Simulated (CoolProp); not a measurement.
A simple Rankine cycle with p-xylene: condensing at 330.15 K, boiler at 1.92 MPa, turbine inlet 573.7 K, turbine efficiency 0.8, pump efficiency 0.7, no recuperator. Each further row changes one setting.

Computed with CoolProp (reference Helmholtz-energy equation of state, Zhou 2012).

```csv
case,thermal efficiency (%),net work (kJ/kg),heat in (kJ/kg),turbine exit temperature (K),volume ratio over the turbine
as stated,22.0,164,748,459.4,390
turbine inlet 593.7 K,21.7,174,800,483.0,362
condensing temperature 322.15 K,22.9,174,762,453.7,559
boiler pressure 1.34 MPa,21.0,162,772,474.1,233
turbine efficiency 0.7,19.2,143,748,471.0,400
```
